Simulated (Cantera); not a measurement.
Input: 1 mol SiH2Cl2, 110 mol H2, at 25.5 Torr.

Equilibrium computed with Cantera from the NASA thermochemical tables; the gas is ideal and each condensed phase is pure. Candidate condensed phases: Si; 19 gas species. Equilibrium is a limit: real reactors are often held back by kinetics, nucleation or transport.

Over these rows the condensed part is Si(s). Partial pressures as log10 of bar:

```tsv
T (K)	1000/T (1/K)	log p SiH2Cl2	log p H2	log p HCl
1198	0.8347	-6.30	-1.48	-3.26
1273	0.7855	-6.64	-1.48	-3.26
1348	0.7418	-6.95	-1.48	-3.26
1423	0.7027	?	-1.48	-3.26
1498	0.6676	-7.48	-1.48	-3.26
1573	0.6357	-7.71	-1.48	-3.26
```

Problem. Fit log p(SiH2Cl2) = a + b·(1000/T) to the five rows, give the apparent enthalpy, and predict the row at 1423 K.

Solution. Means: 1000/T = 0.7331, log p = -7.016. Sxy = 0.191010, Sxx = 0.0269210, so b = 7.10 and a = -7.016 − (7.10)×0.7331 = -12.22.
Apparent enthalpy: −19.145 × (7.10) = -136 kJ/mol. With the condensed phases at unit activity, Si(s) + 2 HCl(g) = SiH2Cl2(g) links this pressure to the main gases: over the six rows their terms move log p by +0.00 in all, so the slope is close to that reaction's ΔH°. The five rows lie within 0.01 of the line.
Prediction at 1423 K: -12.22 + (7.10)×0.7027 = -7.23. The computed value is -7.23, 0.00 from the line.
